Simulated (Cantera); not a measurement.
Feed: 1 mol Cr, 0.081 mol H2O, 1.6 mol N2, held at 0.170 Pa.

Method: chemical equilibrium by Gibbs-energy minimisation in Cantera with the NASA 1993 tables (ideal gas, pure condensed phases). Candidate condensed phases: Cr, CrN, Cr2N, Cr2O3, H2O; 29 gas species. The numbers say what is thermodynamically allowed, not how fast it happens.

**Question.** At 2002 °C, list the 6 most abundant gas species with their mole fractions, and the condensed phases.

**Answer.** N2 0.564, Cr 0.351, H 0.0569, O 0.0263, CrO 0.00180, NO 0.000220. Condensed: gas only.
